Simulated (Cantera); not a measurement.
**N2O furnace oxynitridation**

A perfectly stirred reactor is fed with N2O = 1 (molar parts), at 30000 Pa; it is held at 1200 K, and followed from long to short residence time.

Computed with Cantera and GRI-Mech 3.0 (53 species, 325 reactions). GRI-Mech 3.0 was tuned for natural gas; its chemistry of N2O as a main component is partial and can be far from experiment. The mechanism lacks the step 2 NO + O2 → 2 NO2, which can matter for NO2 below about 1400 K. The temperature is held fixed by assumption; the heat of reaction is taken as removed at once.

```csv
τ (s),x N2O,x NO,x O,x N2,x NO2,x O2
10,0.290,0.0438,1.43e-6,0.451,0.000152,0.215
4.3,0.474,0.0345,1.60e-6,0.333,0.000117,0.158
1.9,0.665,0.0227,1.70e-6,0.212,7.55e-5,0.100
0.80,0.823,0.0122,1.76e-6,0.112,3.91e-5,0.0530
0.34,0.916,0.00586,1.78e-6,0.0534,1.75e-5,0.0252
0.15,0.961,0.00273,1.79e-6,0.0248,7.13e-6,0.0117
0.063,0.983,0.00118,1.80e-6,0.0107,2.35e-6,0.00504
0.027,0.993,0.000510,1.80e-6,0.00462,6.62e-7,0.00218
0.012,0.997,0.000228,1.80e-6,0.00206,1.67e-7,0.000972
0.0050,0.999,9.49e-5,1.79e-6,0.000859,3.32e-8,0.000405
0.0021,0.999,3.97e-5,1.78e-6,0.000360,6.18e-9,0.000169
```
x: mole fraction; the columns are a selection and need not sum to one.
